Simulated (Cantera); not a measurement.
A closed system holds: 1 mol trisilylamine, 0.21 mol N₂, at 500 °C and 0.100 bar.

Equilibrium computed with Cantera from the NASA thermochemical tables; the gas is ideal and each condensed phase is pure. Candidate condensed phases: Si, Si₃N₄; 18 gas species. The feed counts by its element totals alone. Rates play no part.

Base state: H₂ 1.00 (mole fractions); condensed: Si(s) + Si₃N₄(s).

Problem. What changes in the equilibrium state with this change: temperature from 500 °C to 1675 °C?

Solution. 
| species | before | after |
|---|---|---|
| H₂ | 1.00 | 0.860 |
| N₂ | <1e-9 | 0.136 |
| H | <1e-9 | 0.00332 |
| Si | <1e-9 | 0.000233 |
| SiH₂ | <1e-9 | 6.75e-5 |
| SiH | <1e-9 | 5.25e-5 |
| Si₂N | <1e-9 | 1.11e-5 |
| Si(s), mol | 1.94 | 0 |
| Si₃N₄(s), mol | 0.355 | 0 |
| Si(l), mol | 0 | 3.00 |
Gases not in the tables: Si₂H₆ and higher silanes.
